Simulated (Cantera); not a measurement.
Mixture: CH₃OH : O₂ : N₂ = 1 : 0.833 : 3.13 (molar parts), at 7500 Torr, adiabatic and at constant pressure. Ignition delay is the time to a rise of 400 K.

Cantera simulation using GRI-Mech 3.0 (53 species, 325 reactions); the numbers are that mechanism's predictions, not measurements. GRI-Mech 3.0 was tuned for natural gas; its chemistry of methanol as a main component is partial and can be far from experiment.

**Question.** Predict: delay at 1400 K; delay at 1475 K; delay at 1550 K; delay at 1625 K; delay at 1700 K; apparent activation energy between 1550 and 1700 K.

**Answer.** 
```
Item                                                    Result
--------------------------------------------------  ----------
delay at 1400 K                                        75.4 µs
delay at 1475 K                                        32.8 µs
delay at 1550 K                                        15.9 µs
delay at 1625 K                                        8.44 µs
delay at 1700 K                                        4.83 µs
apparent activation energy between 1550 and 1700 K  170 kJ/mol
```
